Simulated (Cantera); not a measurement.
Cantera run, input and output.

```python
import numpy as np
import cantera as ct

surf = ct.Interface("ptcombust.yaml", "Pt_surf")
gas = surf.adjacent["gas"]
gas.TPX = 300, 7100, {'H2': 0.017, 'O2': 0.063, 'N2': 0.79}
jet = ct.ImpingingJet(gas=gas, width=0.022, surface=surf)
jet.inlet.mdot, jet.inlet.T, jet.inlet.X = 0.026, 300, {'H2': 0.017, 'O2': 0.063, 'N2': 0.79}
jet.set_refine_criteria(ratio=10, slope=0.2, curve=0.3)
show, cover = ['H2', 'O2', 'H2O', 'OH'], ["PT(S)", "H(S)", "O(S)", "OH(S)", "CO(S)", "C(S)"]

rows = []
print(f"{'Ts/K':>7s}" + "".join(f"{s:>11s}" for s in show + cover) + "   (gas at the wall, coverages)")
for i, Ts in enumerate([700, 750, 800, 850, 900, 950, 1000]):
    jet.surface.T = Ts
    if i == 0:
        surf.TP = Ts, 7100
        surf.coverages = "PT(S):0.5, O(S):0.5"
        surf.advance_coverages(1.0)
        jet.set_initial_guess(products="inlet")
    jet.solve(loglevel=0, auto=(i == 0))
    rows.append([*(jet.X[gas.species_index(s), -1] for s in show), *surf[cover].coverages])
    print(f"{Ts:7g}" + "".join(f"{x:11.3e}" for x in rows[-1]))
```

Output:

```
   Ts/K         H2         O2        H2O         OH      PT(S)       H(S)       O(S)      OH(S)      CO(S)       C(S)   (gas at the wall, coverages)
    700  1.964e-03  5.416e-02  3.296e-02  1.233e-10  7.400e-02  3.800e-09  9.235e-01  2.500e-03 -1.556e-21  1.524e-25
    750  1.643e-03  5.386e-02  3.338e-02  7.567e-10  9.389e-02  8.366e-09  9.041e-01  2.033e-03  9.785e-18  1.813e-25
    800  1.239e-03  5.348e-02  3.397e-02  3.369e-09  1.332e-01  2.139e-08  8.650e-01  1.795e-03  2.188e-18  1.288e-30
    850  9.205e-04  5.319e-02  3.441e-02  1.255e-08  1.881e-01  5.305e-08  8.103e-01  1.613e-03  4.298e-21  2.743e-24
    900  7.228e-04  5.301e-02  3.464e-02  3.866e-08  2.524e-01  1.186e-07  7.461e-01  1.435e-03  5.580e-16  1.409e-26
    950  5.925e-04  5.291e-02  3.475e-02  1.071e-07  3.211e-01  2.383e-07  6.776e-01  1.260e-03  7.541e-16  1.656e-25
   1000  5.058e-04  5.304e-02  3.449e-02  2.649e-07  3.919e-01  4.389e-07  6.070e-01  1.092e-03 -1.372e-19  3.703e-24
```

Model: Deutschmann's 1995 Pt surface mechanism with GRI-Mech 3.0 gas chemistry, integrated in Cantera. Catalytic surfaces can have several steady states; this one follows from the mechanism file's or the stated starting coverage.
